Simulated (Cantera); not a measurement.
Transport properties of process gases

Gas mixture: 100 % NO, at 40000 Pa, frozen composition.

Cantera's kinetic-theory transport with the Lennard-Jones parameters of GRI-Mech 3.0, ideal gas; thermal conductivity in the mixture-averaged form. The composition is frozen, though it would react at the higher temperatures.

```
T (K)  ρ (kg/m³)  cp (J/kg/K)  μ (µPa s)  λ (mW/m/K)     Pr  D (cm²/s) NH3  D (cm²/s) H  D (cm²/s) OH
-----  ---------  -----------  ---------  ----------  -----  -------------  -----------  ------------
400        0.361        998.6       23.1        32.4  0.712          0.956         5.15          1.31
550        0.262         1028       28.9        42.0  0.707           1.72         8.93          2.25
700        0.206         1067       34.0        51.3  0.707           2.64         13.5          3.38
850        0.170         1104       38.6        60.2  0.708           3.71         18.7          4.67
1000       0.144         1133       42.9        68.6  0.709           4.92         24.5          6.13
1150       0.126         1153       47.0        76.7  0.707           6.24         31.0          7.73
```
D: mixture-averaged diffusion coefficient of that species in the mixture.
